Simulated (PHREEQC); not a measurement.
A solution holds 130 mmol/kgw CuCl2, 99 mmol/kgw HBF4 and 0.29 mmol/kgw NaCl, at 25 °C. Closed to the air; pH follows from the charge balance.

The numbers come from PHREEQC with the ion-association model, wateq4f.dat.

Task: The ionic strength comes out as 0.448 mol/kgw. What activity coefficients do CuF+, Cu+2, H+, F-, HF2- get?

Result: CuF+ 0.73, Cu+2 0.26, H+ 0.77, F- 0.64, HF2- 0.64.

This is a speciation only: nothing precipitates in the calculation. Real BF4- forms and hydrolyses slowly; the run takes it at equilibrium.
